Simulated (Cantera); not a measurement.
**PbF₂ + H₂ + N₂ (halide evaporation, hydrolysis and transport)**

Input: 1 mol PbF₂, 24 mol H₂, a varied amount of N₂, held at 1500 K and 10000 Pa.

Equilibrium computed with Cantera from the NASA thermochemical tables; the gas is ideal and each condensed phase is pure. Candidate condensed phases: Pb, PbF₂; 26 gas species. Rates play no part.

```csv
n(N₂) (mol),x N₂,x H₂,x HF,x Pb,x H
35,0.574,0.377,0.0328,0.0164,3.42e-5
42,0.618,0.338,0.0294,0.0147,3.24e-5
51,0.662,0.299,0.0260,0.0130,3.04e-5
62,0.705,0.261,0.0227,0.0114,2.85e-5
75,0.743,0.228,0.0198,0.00990,2.66e-5
92,0.780,0.195,0.0169,0.00847,2.46e-5
110,0.809,0.169,0.0147,0.00735,2.29e-5
140,0.843,0.139,0.0120,0.00602,2.07e-5
160,0.860,0.124,0.0108,0.00537,1.96e-5
200,0.885,0.102,0.00885,0.00442,1.78e-5
240,0.902,0.0865,0.00752,0.00376,1.64e-5
300,0.920,0.0705,0.00613,0.00307,1.48e-5
360,0.933,0.0596,0.00518,0.00259,1.36e-5
```
x: gas mole fraction; nothing condenses.

From 35 mol N₂ to 360 mol N₂ nothing is condensed. The main Pb-bearing gas is Pb throughout.
